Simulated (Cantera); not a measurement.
A closed system holds: 1 mol (CH3)2SiCl2, 860 mol H2, equilibrated at 75.0 Torr.

Equilibrium computed with Cantera from the NASA thermochemical tables; the gas is ideal and each condensed phase is pure. Candidate condensed phases: C, C6H6, C7H8, C8H18, Si, SiC; 109 gas species. The feed counts by its element totals alone. Equilibrium is a limit: real reactors are often held back by kinetics, nucleation or transport. All values below are at 1550 °C.

Base state: H2 0.996, HCl 0.00231, H 0.00137, C2H2 (acetylene) 0.000211, CH4 7.08e-5 (mole fractions); condensed: C(graphite) + SiC(s).

Question: What changes in the equilibrium state with this change: (CH3)2SiCl2 replaced by Si(CH3)4?

Answer: 
```
species             before     after
----------------  --------  --------
H2                   0.996     0.998
H                  0.00137   0.00137
C2H2 (acetylene)  0.000211  0.000211
HCl                0.00231         0
CH4                7.08e-5   7.11e-5
C(graphite), mol     0.575      2.57
SiC(s), mol          0.997     0.998
```

Question: What changes in the equilibrium state with this change: pressure from 75.0 Torr to 750 Torr?

Answer: 
```csv
species,before,after
H2,0.996,0.996
HCl,0.00231,0.00231
CH4,7.08e-5,0.000708
H,0.00137,0.000432
C2H2 (acetylene),0.000211,0.000211
"C(graphite), mol",0.575,0.0133
"SiC(s), mol",0.997,0.999
```
